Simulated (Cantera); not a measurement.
# Hydrocarbon pyrolysis for carbon deposition

An isothermal, constant-pressure homogeneous reactor starts with C2H6 : N2 = 1.9 : 200 (molar parts), at 1998 K and 1.01 bar.

Detailed kinetics in Cantera: GRI-Mech 3.0 (53 species, 325 reactions). GRI-Mech 3.0 stops at C3 and has no aromatics, soot or wall deposition, so with more carbon than oxygen in the feed, carbon stays in small species such as C2H2 where larger ones or solid carbon would form.

```csv
t (s),x C2H6,x CH2,x C2H4,x CH3,x C2H,x C2H2,x H2
0.000200,1.09e-6,4.58e-6,6.11e-5,0.000303,2.37e-6,0.00843,0.0164
0.000580,3.78e-7,2.17e-6,1.80e-5,0.000175,1.80e-6,0.00866,0.0170
0.00168,1.31e-7,1.33e-6,6.78e-6,0.000104,1.80e-6,0.00887,0.0175
0.00488,2.55e-8,6.39e-7,2.20e-6,4.59e-5,1.90e-6,0.00904,0.0180
0.0141,2.86e-9,2.26e-7,1.26e-6,1.54e-5,1.96e-6,0.00911,0.0182
0.0410,1.92e-10,5.98e-8,1.16e-6,3.99e-6,1.99e-6,0.00913,0.0183
0.119,8.14e-12,1.10e-8,1.15e-6,7.21e-7,2.00e-6,0.00913,0.0183
0.345,3.21e-12,5.01e-9,1.15e-6,3.28e-7,2.01e-6,0.00913,0.0184
1.00,3.10e-12,4.79e-9,1.15e-6,3.13e-7,2.01e-6,0.00912,0.0184
```
x: mole fraction; the columns are a selection and need not sum to one.

Equilibrium at this temperature and pressure: C2H6 <1e-12, CH2 3.54e-9, C2H4 8.19e-8, CH3 2.31e-7, C2H 1.43e-7, C2H2 0.000650, H2 0.0184 (gas phase only).
